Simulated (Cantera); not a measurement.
An isothermal, constant-pressure homogeneous reactor starts with C₂H₆ : N₂ = 1 : 59 (molar parts), at 1575 K and 18.8 Torr.

Cantera simulation using GRI-Mech 3.0 (53 species, 325 reactions); the numbers are that mechanism's predictions, not measurements. GRI-Mech 3.0 stops at C3 and has no aromatics, soot or wall deposition, so with more carbon than oxygen in the feed, carbon stays in small species such as C2H2 where larger ones or solid carbon would form. Radical loss at walls, strong at low pressure, is not modelled.

x: mole fraction; the columns are a selection and need not sum to one.

| t (s) | x C₂H₆ | x C₂H₄ | x C₂H | x H | x H₂ | x CH₃ |
|---|---|---|---|---|---|---|
| 0.000100 | 0.0163 | 8.58e-6 | <1e-12 | 4.97e-6 | 5.79e-6 | 0.000759 |
| 0.000613 | 0.0129 | 0.00155 | 4.38e-9 | 0.000170 | 0.00147 | 0.00359 |
| 0.00376 | 0.000525 | 0.00729 | 4.29e-7 | 0.000433 | 0.0169 | 0.00204 |
| 0.0231 | 6.16e-6 | 0.00102 | 1.77e-7 | 0.000118 | 0.0262 | 0.000276 |
| 0.141 | 9.64e-7 | 4.66e-5 | 7.29e-8 | 4.76e-5 | 0.0280 | 9.35e-5 |
| 0.867 | ? | ? | ? | ? | 0.0289 | ? |
| 5.32 | 7.75e-8 | 4.51e-6 | 5.62e-8 | 3.78e-5 | 0.0307 | 2.58e-5 |
| 32.6 | ? | 1.87e-6 | 6.71e-8 | 4.57e-5 | 0.0320 | ? |
| 200 | 7.26e-11 | 1.79e-6 | 6.94e-8 | 4.74e-5 | 0.0322 | 8.03e-7 |

Fill in the missing entries.


- 0.867, x C₂H₆: 3.00e-7
- 0.867, x C₂H₄: 1.35e-5
- 0.867, x C₂H: 4.85e-8
- 0.867, x H: 3.19e-5
- 0.867, x CH₃: 4.97e-5
- 32.6, x C₂H₆: 3.12e-9
- 32.6, x CH₃: 5.32e-6
